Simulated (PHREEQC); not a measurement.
Consider water at 25 °C with 0.93 mol/kgw Na2CO3, 0.053 mol/kgw KCl and 1.3 mol/kgw NaCl. Closed to the air; pH follows from the charge balance.

Equilibrium calculation in PHREEQC: Pitzer model, pitzer.dat.

```tsv
quantity	before	after
pH	11.58	6.86
ionic strength (mol/kgw)	4.14	1.35
SI of Halite (NaCl)	-1.41	-1.71
SI of Sylvite (KCl)	-2.50	-2.48
```

**Question.** Name the change that produced these shifts.
A. NaCl from 1.3 to 1.95 mol/kgw
B. Na2CO3 left out
C. Na2CO3 from 0.93 to 1.86 mol/kgw

**Answer.** B, Na2CO3 left out

This is a speciation only: nothing precipitates in the calculation. In brines, pH and single-ion activities rest on the MacInnes convention.
